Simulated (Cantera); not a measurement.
Thermodynamics of carbon deposition, reforming and gasification, feed CH₃OH + CO₂ + N₂

A closed system holds: 1 mol CH₃OH, 3.3 mol CO₂, 1.1 mol N₂, at 10.0 Torr.

Equilibrium computed with Cantera from the NASA thermochemical tables; the gas is ideal and each condensed phase is pure. Candidate condensed phases: C, C₆H₆, C₇H₈, C₈H₁₈, H₂O; 136 gas species. Equilibrium is a limit: real reactors are often held back by kinetics, nucleation or transport.

```json
[
 {"T (°C)": "850", "x CO": "0.281", "x CO₂": "0.300", "x H₂O": "0.146", "x N₂": "0.149", "x H₂": "0.125"},
 {"T (°C)": "925", "x CO": "0.291", "x CO₂": "0.290", "x H₂O": "0.156", "x N₂": "0.149", "x H₂": "0.114"},
 {"T (°C)": "1000", "x CO": "0.300", "x CO₂": "0.281", "x H₂O": "0.164", "x N₂": "0.149", "x H₂": "0.106"},
 {"T (°C)": "1075", "x CO": "0.307", "x CO₂": "0.274", "x H₂O": "0.172", "x N₂": "0.149", "x H₂": "0.0984"},
 {"T (°C)": "1150", "x CO": "0.313", "x CO₂": "0.268", "x H₂O": "0.178", "x N₂": "0.149", "x H₂": "0.0920"},
 {"T (°C)": "1225", "x CO": "0.319", "x CO₂": "0.262", "x H₂O": "0.184", "x N₂": "0.149", "x H₂": "0.0866"},
 {"T (°C)": "1300", "x CO": "0.324", "x CO₂": "0.258", "x H₂O": "0.188", "x N₂": "0.149", "x H₂": "0.0818"},
 {"T (°C)": "1375", "x CO": "0.328", "x CO₂": "0.253", "x H₂O": "0.192", "x N₂": "0.149", "x H₂": "0.0777"},
 {"T (°C)": "1450", "x CO": "0.331", "x CO₂": "0.250", "x H₂O": "0.196", "x N₂": "0.149", "x H₂": "0.0740"},
 {"T (°C)": "1525", "x CO": "0.334", "x CO₂": "0.247", "x H₂O": "0.199", "x N₂": "0.149", "x H₂": "0.0707"},
 {"T (°C)": "1600", "x CO": "0.337", "x CO₂": "0.244", "x H₂O": "0.201", "x N₂": "0.149", "x H₂": "0.0678"},
 {"T (°C)": "1675", "x CO": "0.339", "x CO₂": "0.241", "x H₂O": "0.203", "x N₂": "0.148", "x H₂": "0.0650"},
 {"T (°C)": "1750", "x CO": "0.341", "x CO₂": "0.239", "x H₂O": "0.204", "x N₂": "0.148", "x H₂": "0.0625"},
 {"T (°C)": "1825", "x CO": "0.342", "x CO₂": "0.236", "x H₂O": "0.204", "x N₂": "0.148", "x H₂": "0.0601"}
]
```
x: gas mole fraction; nothing condenses.

From 850 °C to 1825 °C nothing is condensed. The main C-bearing gas is CO₂ at 850 °C and CO at 1825 °C.
